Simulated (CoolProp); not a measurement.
p-xylene along the isobar 4730 kPa: fugacity coefficient from the reference equation and from simpler models built on Tc = 616.2 K, pc = 3532 kPa, ω = 0.324; each cubic takes its own stable root.

The numbers come from the reference Helmholtz-energy equation of state, Zhou 2012 in CoolProp.

```
T (K)          phase  reference
-----  -------------  ---------
484.6         liquid     0.1120
493.6         liquid     0.1295
502.6         liquid     0.1485
511.7         liquid     0.1694
520.7         liquid     0.1917
529.7         liquid     0.2156
538.7         liquid     0.2411
547.8         liquid     0.2683
556.8         liquid     0.2966
565.8         liquid     0.3261
574.9         liquid     0.3571
583.9         liquid     0.3887
592.9         liquid     0.4211
601.9         liquid     0.4540
611           liquid     0.4874
620    supercritical     0.5202
```

Q: How far does each simpler model (van der Waals, Redlich-Kwong, Soave-Redlich-Kwong) lie from the reference over these 16 states: mean and median of the absolute difference, and the worst?

A: 
- van der Waals: mean 59.0 %, median 49.1 %, worst +142.0 % at 484.6 K and 4730 kPa
- Redlich-Kwong: mean 23.8 %, median 21.6 %, worst +49.7 % at 484.6 K and 4730 kPa
- Soave-Redlich-Kwong: mean 6.7 %, median 6.8 %, worst +7.1 % at 547.8 K and 4730 kPa
